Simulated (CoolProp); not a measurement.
Vapour pressure (kPa) of C2F6 (R116): the reference equation beside estimates from Tc = 293.0 K, pc = 3048 kPa, ω = 0.257.

Computed with CoolProp (reference Helmholtz-energy equation of state, Lemmon 2006). It is a short technical equation, of lower accuracy than the large ones.

```
T (K)  reference  Lee-Kesler  van der Waals  Redlich-Kwong  Peng-Robinson
-----  ---------  ----------  -------------  -------------  -------------
196.2      107.7       107.2          485.0          181.0          107.5
198        118.4       117.9          508.9          196.3          118.1
199.8      129.8       129.5          533.5          212.6          129.4
201.6      142.1       141.9          559.0          229.9          141.7
203.4      155.3       155.2          585.1          248.1          154.8
205.2      169.5       169.5          612.1          267.4          168.8
207        184.5       184.7          639.9          287.7          183.7
208.8      200.6       200.9          668.5          309.1          199.7
210.6      217.8       218.2          697.9          331.6          216.8
212.4      236.0       236.6          728.2          355.3          234.9
214.2      255.4       256.2          759.2          380.1          254.2
216        276.0       276.9          791.2          406.2          274.6
217.8      297.7       298.9          823.9          433.5          296.3
219.6      320.8       322.2          857.6          462.0          319.3
221.4      345.2       346.8          892.1          491.9          343.6
```

Absolute difference from the reference over all 15 rows, mean and median: Lee-Kesler 0.3 and 0.3 %, van der Waals 241.2 and 233.3 %, Redlich-Kwong 54.5 and 54.1 %, Peng-Robinson 0.4 and 0.4 %.
